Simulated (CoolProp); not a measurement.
Values from CoolProp's reference Helmholtz-energy equation of state, Akasaka 2024.

Q: For R1132(E), give the phase and the density (kg/m³), cv (kJ/(kg K)), speed of sound (m/s) at 42.95 °C and 1.76 MPa; 61.65 °C and 1.76 MPa.

A: 
- 42.95 °C and 1.76 MPa: gas; density 53.2, cv 0.926, speed of sound 187
- 61.65 °C and 1.76 MPa: gas; density 47.8, cv 0.932, speed of sound 199
